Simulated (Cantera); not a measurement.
What does this Cantera script print?

```python
import numpy as np
import cantera as ct

gas = ct.Solution("SiF4_NH3_mec.yaml", "gas")
gas.TPX = 2400, 1333, {'NH3': 1, 'N2': 13}
reactor = ct.IdealGasConstPressureReactor(gas, energy="off", clone=False)
net = ct.ReactorNet([reactor])
net.rtol, net.atol = 1e-08, 1e-18
show = ['NH3', 'H', 'N2H4', 'H2', 'NH2', 'N2H2']
times = np.geomspace(1e-06, 70, 14)

steps = ct.SolutionArray(gas, extra=["t"])
rows = []
print(f"{'t/s':>10s}{'T/K':>9s}{'P/Pa':>11s}" + "".join(f"{s:>11s}" for s in show))
for t in times:
    while net.time < t:
        t_next = net.step()
        steps.append(gas.state, t=t_next)
    rows.append([np.interp(t, steps.t, y) for y in (steps.T, steps.P, *steps(*show).X.T)])
    print(f"{t:10.3e}{rows[-1][0]:9.1f}{rows[-1][1]:11.4g}" + "".join(f"{x:11.3e}" for x in rows[-1][2:]))
rate = np.gradient(steps.T, steps.t)
print("integrator steps:", len(steps.t))
if steps.T.max() > steps.T[0] + 200:
    print(f"time of steepest temperature rise: {steps.t[rate.argmax()]:.4e} s")
gas.TPX = 2400, 1333, {'NH3': 1, 'N2': 13}
gas.equilibrate("TP")
print(f"equilibrium (TP): T = {gas.T:.1f} K  " + "  ".join(f"{s} {gas[s].X[0]:.3e}" for s in show))
```

Result:

```
       t/s      T/K       P/Pa        NH3          H       N2H4         H2        NH2       N2H2
 1.000e-06   2400.0       1333  7.143e-02  3.676e-07  2.039e-17  8.019e-09  3.843e-07  1.849e-15
 4.013e-06   2400.0       1333  7.143e-02  1.384e-06  7.670e-16  1.232e-07  1.633e-06  1.018e-13
 1.610e-05   2400.0       1333  7.142e-02  4.361e-06  2.271e-14  1.688e-06  7.746e-06  5.829e-12
 6.463e-05   2400.0       1333  7.139e-02  8.171e-06  6.696e-13  1.611e-05  4.037e-05  2.740e-10
 2.593e-04   2400.0       1333  7.124e-02  8.761e-06  1.435e-11  8.892e-05  1.850e-04  8.154e-09
 1.041e-03   2400.0       1333  7.062e-02  1.167e-05  2.329e-10  4.122e-04  7.435e-04  2.275e-07
 4.177e-03   2400.0       1333  6.714e-02  7.104e-05  1.874e-09  3.922e-03  2.108e-03  3.070e-06
 1.676e-02   2400.0       1333  5.018e-02  2.629e-04  7.411e-10  2.828e-02  1.325e-03  2.474e-06
 6.726e-02   2400.0       1333  1.814e-02  6.498e-04  1.052e-10  7.373e-02  4.993e-04  6.246e-07
 2.699e-01   2400.0       1333  7.389e-04  1.849e-03  8.463e-13  9.790e-02  4.479e-05  1.267e-08
 1.083e+00   2400.0       1333  1.018e-06  8.134e-03  3.309e-17  9.552e-02  2.804e-07  2.114e-12
 4.347e+00   2400.0       1333  7.594e-09  2.641e-02  2.427e-20  8.547e-02  7.594e-09  3.435e-14
 1.744e+01   2400.0       1333  3.208e-09  3.874e-02  1.101e-20  7.869e-02  5.109e-09  2.277e-14
 7.000e+01   2400.0       1333  3.212e-09  3.888e-02  1.115e-20  7.861e-02  5.141e-09  2.273e-14
integrator steps: 2117
equilibrium (TP): T = 2400.0 K  NH3 3.212e-09  H 3.888e-02  N2H4 1.115e-20  H2 7.861e-02  NH2 5.141e-09  N2H2 2.273e-14
```

Cantera simulation using the gas-phase N/H chemistry of the illustrative SiF4/NH3 mechanism in the Surface Chemkin manual (1991); the numbers are that mechanism's predictions, not measurements. Walls and surfaces, which speed up NH3 decomposition in real reactors, are not modelled.
